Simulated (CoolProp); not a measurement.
Carbon monoxide along the isobar 168 bar: density (kg/m³) from the reference equation and from simpler models built on Tc = -140.3 °C, pc = 34.98 bar, ω = 0.050; each cubic takes its own stable root.

Model: reference Helmholtz-energy equation of state, Lemmon 2006, in CoolProp. It is a short technical equation, of lower accuracy than the large ones.

| T (°C) | phase | reference |
|---|---|---|
| -152.15 | liquid | 678.5 |
| -118.75 | supercritical | 528.7 |
| -85.35 | supercritical | 381.5 |
| -52.05 | supercritical | 285.5 |
| -18.65 | supercritical | 229.7 |
| 14.75 | supercritical | 194.3 |
| 48.05 | supercritical | 169.7 |
| 81.45 | supercritical | 151.3 |

Question: How far does each simpler model (van der Waals, Redlich-Kwong) lie from the reference over these 8 states: mean and median of the absolute difference, and the worst?

Answer: 
- van der Waals: mean 8.9 %, median 5.5 %, worst -24.6 % at -152.15 °C and 168 bar
- Redlich-Kwong: mean 1.6 %, median 1.8 %, worst +2.4 % at 81.45 °C and 168 bar
